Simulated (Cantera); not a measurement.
## Iron carbonyl, mercury and lead vapours: PbO + N₂ + O₂

Charge: 1 mol PbO, a varied amount of N₂, 0.048 mol O₂, at 1102 °C and 0.000580 bar.

These are equilibrium values from Cantera (NASA tables, ideal gas, pure condensed phases), not measurements of a reactor. Candidate condensed phases: Pb, PbO, PbO₂, Pb₃O₄; 12 gas species. Gases not in the tables: (PbO)n polymers. Equilibrium is a limit: real reactors are often held back by kinetics, nucleation or transport.

| n(N₂) (mol) | x N₂ | x PbO | x Pb | x O₂ |
|---|---|---|---|---|
| 1.6 | 0.577 | 0.272 | 0.0893 | 0.0618 |
| 2.1 | 0.640 | 0.226 | 0.0793 | 0.0541 |
| 3 | 0.716 | 0.172 | 0.0666 | 0.0446 |
| 4.1 | 0.774 | 0.133 | 0.0563 | 0.0371 |
| 5.6 | 0.822 | 0.1000 | 0.0469 | 0.0304 |
| 7.7 | 0.863 | 0.0737 | 0.0385 | 0.0245 |
| 11 | 0.899 | 0.0513 | 0.0304 | 0.0190 |
| 15 | 0.923 | 0.0370 | 0.0246 | 0.0151 |
| 20 | 0.941 | 0.0270 | 0.0200 | 0.0122 |
| 28 | 0.956 | 0.0185 | 0.0156 | 0.00938 |
| 39 | 0.968 | 0.0126 | 0.0122 | 0.00721 |
| 53 | 0.976 | 0.00881 | 0.00960 | 0.00563 |
| 73 | 0.982 | 0.00600 | 0.00746 | 0.00432 |
x: gas mole fraction; nothing condenses.

From 1.6 mol N₂ to 73 mol N₂ nothing is condensed.
